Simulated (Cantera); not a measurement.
Input: 1 mol PbO, 1.6 mol N₂, equilibrated at 1523.15 K and 4.95 Torr.

Equilibrium computed with Cantera from the NASA thermochemical tables; the gas is ideal and each condensed phase is pure. Candidate condensed phases: Pb, PbO, PbO₂, Pb₃O₄; 12 gas species. Gases not in the tables: (PbO)n polymers. Rates play no part.

### Question
What is the equilibrium state?

### Answer
```
Quantity                              Value
--------------------------------  ---------
x(N₂)                                 0.587
x(PbO)                                0.275
x(Pb)                                0.0917
x(O₂)                                0.0455
x(NO)                              0.000550
x(O)                                1.45e-5
gas amount                        2.725 mol
log10 activity of Pb(l) (absent)      -1.70
```
